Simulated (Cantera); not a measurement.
Input: 1 mol Ta, 8.6 mol N2, 2.8 mol N2O, at 2400 °C.

Equilibrium computed with Cantera from the NASA thermochemical tables; the gas is ideal and each condensed phase is pure. Candidate condensed phases: Ta, Ta2O5; 12 gas species. Kinetics and transport are ignored.

Question: At 0.280 bar, list the 4 most abundant gas species with their mole fractions, and the condensed phases.

Answer: N2 0.981, O2 0.00731, NO 0.00636, O 0.00520. Condensed: Ta2O5(l).
